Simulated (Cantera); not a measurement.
Input: 1 mol Si2H6, 50 mol N2, equilibrated at 1275 K and 1.80 bar.

Method: chemical equilibrium by Gibbs-energy minimisation in Cantera with the NASA 1993 tables (ideal gas, pure condensed phases). Candidate condensed phases: Si, Si3N4; 18 gas species. The feed counts by its element totals alone. N2 is the only nitrogen source here; it is nearly inert below about 1500 K, so the nitride shown seldom forms there in practice. The numbers say what is thermodynamically allowed, not how fast it happens.

Base state: N2 0.942, H2 0.0581 (mole fractions); condensed: Si3N4(s).

Task: What changes in the equilibrium state with this change: Si2H6 replaced by SiHCl3?

Result: 
```
species        before     after
-------------  ------  --------
N2              0.942     0.971
HCl                 0    0.0172
SiCl4               0    0.0102
H2             0.0581   0.00117
SiCl3               0  0.000168
SiHCl3              0   2.81e-5
Si3N4(s), mol   0.667     0.156
```
The tables' values for SiCl3 are old estimates; treat these amounts as uncertain. Further candidate phases: NH4Cl.
